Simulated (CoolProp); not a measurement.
Vapour-liquid equilibrium of R1234yf (1) + R134a (2) at 0.193 bar; x and y are mole fractions of (1).

Computed with CoolProp (multi-fluid Helmholtz-energy mixture model, Lemmon 2022 and Tillner-Roth 1994; pair parameters Bell 2022).

```
x     bubble temperature (K)  y at the bubble point  dew temperature at overall composition x (K)  liquid density (mol/L)
----  ----------------------  ---------------------  --------------------------------------------  ----------------------
0.05                   215.5                  0.086                                         215.8                   14.22
0.2                    214.1                  0.288                                         214.7                   13.78
0.35                   213.1                  0.440                                         213.7                   13.37
0.5                    212.4                  0.568                                         212.8                   12.98
0.65                   212.0                  0.688                                         212.1                   12.61
0.8                    211.7                  0.811                                         211.7                   12.26
0.95                   211.7                  0.949                                         211.7                   11.93
```

y crosses x between x = 0.8 and 0.95: the model has an azeotrope there.

The pair parameters rest on a limited set of measurements; away from them the model extrapolates.
